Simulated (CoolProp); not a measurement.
Vapour-liquid equilibrium of CHF3 (R23) (1) + R227EA (2) at 0.237 MPa; x and y are mole fractions of (1).

Values from CoolProp's multi-fluid Helmholtz-energy mixture model, Penoncello 2003 and Lemmon 2016; pair parameters Bell 2016.

| x | bubble temperature (K) | y at the bubble point | dew temperature at overall composition x (K) | liquid density (mol/L) |
|---|---|---|---|---|
| 0.05 | 266.9 | 0.363 | 277.0 | 9.099 |
| 0.125 | 252.3 | 0.672 | 274.8 | 9.788 |
| 0.2 | 241.5 | 0.817 | 272.5 | 10.45 |
| 0.275 | 233.6 | 0.888 | 270.0 | 11.09 |
| 0.35 | 227.8 | 0.926 | 267.3 | 11.74 |
| 0.425 | 223.4 | 0.948 | 264.4 | 12.41 |
| 0.5 | 220.0 | 0.962 | 261.3 | 13.11 |
| 0.575 | 217.4 | 0.971 | 257.7 | 13.86 |
| 0.65 | 215.2 | 0.978 | 253.6 | 14.66 |
| 0.725 | 213.3 | 0.984 | 248.9 | 15.55 |
| 0.8 | 211.5 | 0.989 | 243.0 | 16.52 |
| 0.875 | 209.9 | 0.993 | 235.3 | 17.61 |
| 0.95 | 208.3 | 0.997 | 223.0 | 18.84 |

No azeotrope shows between x = 0.05 and 0.95.

Pair parameters are fitted to limited data, so mixtures are less certain than the pure fluids. The gap from Raoult's law changes sign with composition, which may be real or a fault of the pair parameters; it wasn't checked against measurements.
